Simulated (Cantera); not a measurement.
A closed system holds: 1 mol MgO, 7.9 mol HBr, 6.2 mol O₂, equilibrated at 80.0 Pa.

Cantera equilibrium calculation (NASA polynomials, part measured and part estimated; ideal gas, pure solids and liquids). Candidate condensed phases: Br₂, H₂O, Mg, MgBr₂, MgO, Mg(OH)₂; 20 gas species. Kinetics and transport are ignored.

x: gas mole fraction; n: condensed amount in mol.

| T (K) | x O₂ | x H₂O | x Br₂ | x Br | x HBr | x OH | x MgBr₂ | n MgO(s) |
|---|---|---|---|---|---|---|---|---|
| 673 | 0.348 | 0.325 | 0.325 | 0.000385 | 0.000599 | [?] | <1e-12 | 1.00 |
| 698 | 0.348 | 0.325 | 0.325 | 0.000718 | 0.000933 | [?] | 1.19e-12 | 1.00 |
| 723 | 0.348 | 0.325 | 0.324 | 0.00128 | 0.00141 | [?] | 5.77e-12 | 1.00 |
| 748 | 0.348 | 0.324 | 0.323 | 0.00220 | 0.00207 | [?] | 2.51e-11 | 1.00 |
| 773 | 0.348 | 0.323 | 0.322 | 0.00364 | 0.00296 | [?] | 9.90e-11 | 1.00 |
| 798 | 0.348 | 0.322 | 0.319 | 0.00584 | 0.00414 | [?] | 3.57e-10 | 1.00 |
| 823 | 0.348 | 0.321 | 0.316 | 0.00909 | 0.00565 | [?] | 1.19e-9 | 1.00 |
| 848 | 0.347 | 0.319 | 0.312 | 0.0137 | 0.00756 | [?] | 3.65e-9 | 1.00 |
| 873 | 0.347 | 0.317 | 0.307 | 0.0203 | 0.00992 | [?] | 1.05e-8 | 1.00 |
| 898 | 0.345 | 0.314 | 0.299 | 0.0291 | 0.0127 | [?] | 2.82e-8 | 1.00 |

Task: Complete the blanks.

Result: 
- 673, x OH: 1.07e-10
- 698, x OH: 3.02e-10
- 723, x OH: 7.92e-10
- 748, x OH: 1.95e-9
- 773, x OH: 4.52e-9
- 798, x OH: 9.94e-9
- 823, x OH: 2.08e-8
- 848, x OH: 4.18e-8
- 873, x OH: 8.04e-8
- 898, x OH: 1.49e-7
